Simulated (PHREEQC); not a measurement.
Solution (25 °C): 0.011 mol KOH and 0.00077 mol H4SiO4 per kg of water. Closed to the air; pH follows from the charge balance.

Model: ion-association model, phreeqc.dat, run in PHREEQC.

Task: The ionic strength comes out as 0.0111 mol/kgw. What activity coefficients do K+, OH-, H3SiO4-, H2SiO4-2 get?

Result: K+ 0.90, OH- 0.90, H3SiO4- 0.90, H2SiO4-2 0.66.

This is a speciation only: nothing precipitates in the calculation. Complexes and solids missing from the database can't appear.
